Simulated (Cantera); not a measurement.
An isothermal, constant-pressure homogeneous reactor starts with 45.5 % N₂O, 54.5 % H₂O, at 1375 K and 135 Torr.

Detailed kinetics in Cantera: GRI-Mech 3.0 (53 species, 325 reactions). GRI-Mech 3.0 was tuned for natural gas; its chemistry of N2O as a main component is partial and can be far from experiment. The mechanism lacks the step 2 NO + O2 → 2 NO2, which can matter for NO2 below about 1400 K. The temperature is held fixed by assumption; the heat of reaction is taken as removed at once.

Task: Predict: x(N₂O) at 90.0 s; x(H₂O) at 90.0 s; x(NO) at 90.0 s; x(OH) at 90.0 s; x(H) at 90.0 s; x(N₂) at 90.0 s.

Result: 
| Item | Result |
|---|---|
| x(N₂O) at 90.0 s | 1.00e-7 (gas-phase equilibrium 7.57e-9) |
| x(H₂O) at 90.0 s | 0.444 (gas-phase equilibrium 0.444) |
| x(NO) at 90.0 s | 0.0326 (gas-phase equilibrium 0.000406) |
| x(OH) at 90.0 s | 7.34e-5 (gas-phase equilibrium 7.51e-5) |
| x(H) at 90.0 s | 7.21e-9 (gas-phase equilibrium 7.04e-9) |
| x(N₂) at 90.0 s | 0.354 (gas-phase equilibrium 0.370) |
